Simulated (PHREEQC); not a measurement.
**Alkaline etch or developer (model solution)**

Consider water at 40 °C with 4.1 mmol/kgw NH3, 0.64 mmol/kgw H3BO3 and 41 mmol/kgw K2CO3. Closed to the air; pH follows from the charge balance.

The numbers come from PHREEQC with the ion-association model, phreeqc.dat.

No solid was allowed to form.

Question: What pH, ionic strength does the model give?

Answer: pH 10.89; ionic strength 0.119 mol/kgw.

Question: In which forms is B present?

Answer: H2BO3- 99 %, H3BO3 1.3 % of the B.

At this temperature some constants are extrapolated from 25 °C, and those without enthalpy data are left unchanged.
